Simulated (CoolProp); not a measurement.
Values from CoolProp's reference Helmholtz-energy equation of state, Lemmon 2006. It is a short technical equation, of lower accuracy than the large ones.

For toluene, give the phase and the cv (kJ/(kg K)), Prandtl number at 70.75 °C and 0.0829 MPa; 168.45 °C and 0.0829 MPa.


- 70.75 °C and 0.0829 MPa: liquid; cv 1.40, Prandtl number 5.42
- 168.45 °C and 0.0829 MPa: gas; cv 1.58, Prandtl number 0.726

Viscosity comes from a separate model (Avgeri 2015). Thermal conductivity comes from a separate model (Assael 2012).
